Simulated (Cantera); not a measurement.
# Thermodynamics of nitride etching, feed BN + HF + H2

Input: 1 mol BN, 11 mol HF, 2.2 mol H2, held at 75.0 Torr.

Cantera equilibrium calculation (NASA polynomials, part measured and part estimated; ideal gas, pure solids and liquids). Candidate condensed phases: B, BN; 31 gas species. The tables' values for BF2 are old estimates; treat these amounts as uncertain. Rates play no part.

| T (°C) | x HF | x H2 | x BF3 | x N2 | x H |
|---|---|---|---|---|---|
| 527 | 0.606 | 0.280 | 0.0758 | 0.0379 | 4.85e-12 |
| 627 | 0.606 | 0.280 | 0.0758 | 0.0379 | 1.96e-10 |
| 727 | 0.606 | 0.280 | 0.0758 | 0.0379 | 3.80e-9 |
| 827 | 0.606 | 0.280 | 0.0758 | 0.0379 | 4.33e-8 |
| 927 | 0.606 | 0.280 | 0.0758 | 0.0379 | 3.30e-7 |
| 1027 | 0.606 | 0.280 | 0.0758 | 0.0379 | 1.85e-6 |
| 1127 | 0.606 | 0.280 | 0.0757 | 0.0379 | 8.14e-6 |
| 1227 | 0.606 | 0.280 | 0.0757 | 0.0379 | 2.95e-5 |
| 1327 | 0.606 | 0.280 | 0.0757 | 0.0379 | 9.10e-5 |
| 1427 | 0.606 | 0.280 | 0.0755 | 0.0379 | 0.000247 |
| 1527 | 0.606 | 0.280 | 0.0752 | 0.0379 | 0.000599 |
| 1627 | 0.607 | 0.279 | 0.0745 | 0.0378 | 0.00132 |
| 1727 | 0.607 | 0.277 | 0.0730 | 0.0378 | 0.00271 |
| 1827 | 0.608 | 0.274 | 0.0703 | 0.0377 | 0.00515 |
x: gas mole fraction; nothing condenses.

From 527 °C to 1827 °C nothing is condensed. The main B-bearing gas is BF3 throughout.
